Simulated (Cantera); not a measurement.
What does this Cantera script print?

```python
import numpy as np
import cantera as ct

gas_names = """
    H HO2 H2 H2O H2O2 H2S H2SO4 Mg MgH MgO MgOH MgO2H2 MgS Mg2 O OH O2 O3 S SH SO SO2 SO3 S2 S2O S8
""".split()
cond_names = """
    H2O(s) H2O(L) H2SO4(L) Mg(cr) Mg(L) MgO(s) MgO(L) MgO2H2(s) MgS(s) MgSO4(s) MgSO4(L) S(cr1) S(cr2)
    S(L)
""".split()


# ... load() reads the species with a 1 bar reference pressure and builds the phases ...
atoms = {
    'MgO': {'Mg': 1, 'O': 1},
    'SO3': {'S': 1, 'O': 3},
    'H2O': {'H': 2, 'O': 1},
}
top_T = {'MgS(s)': 2250}  # K; cautious upper limits of use, not melting points


# ... equilibrate(T, P, feed) seeds the gas with the atoms and calls Mixture.equilibrate('TP', solver="vcs", rtol=1e-11, max_steps=5000) ...
results = []
feed = {'MgO': 1, 'SO3': 0.62, 'H2O': 0.1}  # mol
T = 1773.15  # K
P = 1000  # Pa
mix = equilibrate(T, P, feed)
results.append((T, P, feed, dict(zip(mix.species_names, mix.species_moles))))
print(gas.report(threshold=1e-06))
for i in range(1, mix.n_phases):
    print(f"{mix.phase(i).name:16s} {mix.phase_moles(i):12.5e} mol")
```

It prints:

```
       temperature   1773.2 K
          pressure   1000 Pa
           density   0.003385 kg/m^3
  mean mol. weight   49.904 kg/kmol
   phase of matter   gas

                          1 kg             1 kmol
                     ---------------   ---------------
          enthalpy       -2.6728e+06       -1.3338e+08  J
   internal energy       -2.9683e+06       -1.4813e+08  J
           entropy            7090.9        3.5386e+05  J/K
    Gibbs function       -1.5246e+07       -7.6083e+08  J
 heat capacity c_p            1018.4             50823  J/K
 heat capacity c_v            851.81             42508  J/K

                      mass frac. Y      mole frac. X     chem. pot. / RT
                     ---------------   ---------------   ---------------
                 H        4.9226e-07        2.4371e-05           -16.616
                H2        2.9571e-06        7.3201e-05           -33.231
               H2O          0.034635          0.095943           -50.307
                 O        0.00016509        0.00051493           -17.076
                OH        0.00067496         0.0019806           -33.692
                O2           0.19232           0.29994           -34.152
                SO        0.00015428        0.00016021           -43.528
               SO2           0.77144           0.60098           -60.604
               SO3        0.00061072         0.0003807            -77.68
     [  +17 minor]        9.0371e-07        9.9272e-07

Mg(L)             0.00000e+00 mol
MgO(s)            9.99999e-01 mol
MgS(s)            0.00000e+00 mol
MgSO4(L)          0.00000e+00 mol
S(L)              0.00000e+00 mol
```

Method: chemical equilibrium by Gibbs-energy minimisation in Cantera with the NASA 1993 tables (ideal gas, pure condensed phases).
